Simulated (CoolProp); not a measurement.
Aqueous ethanol as a coolant, at -19 °C, 1 atm.

Values from CoolProp's Melinder's fits for secondary coolants.

```tsv
mass %	freezing point (°C)	Prandtl number	density (kg/m³)	viscosity (mPa s)	cp (kJ/(kg K))
34	-24.0	253	969.1	23.8	3.931
38.8	-28.5	249	963.4	23.2	3.755
43.6	-32.6	235	956.1	21.6	3.591
48.4	-36.4	215	947.4	19.5	3.440
53.2	-39.9	192	937.6	17.2	3.296
```
